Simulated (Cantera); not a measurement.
Charge: 1 mol FeS, 31 mol H₂, 3.2 mol H₂O, held at 10.0 Pa.

Cantera equilibrium calculation (NASA polynomials, part measured and part estimated; ideal gas, pure solids and liquids). Candidate condensed phases: Fe, FeO, Fe(OH)₂, Fe(OH)₃, FeS, FeSO₄, FeS₂, Fe₂O₃, Fe₂(SO₄)₃, Fe₃O₄, H₂O, H₂SO₄, S; 22 gas species. Kinetics and transport are ignored.

Problem. What share of the Fe ends up in condensed phases as a function of T (K), at 1523, 1548, 1573, 1598, 1623, 1648, 1673, 1698, 1723, 1748, 1773, 1798, 1823?

Solution. 
```
T (K)  Fe condensed (%)     as
-----  ----------------  -----
1523               91.5  Fe(γ)
1548               85.9  Fe(γ)
1573               77.0  Fe(γ)
1598               62.8  Fe(γ)
1623               40.7  Fe(γ)
1648                6.5  Fe(γ)
1673                0.0      -
1698                0.0      -
1723                0.0      -
1748                0.0      -
1773                0.0      -
1798                0.0      -
1823                0.0      -
```
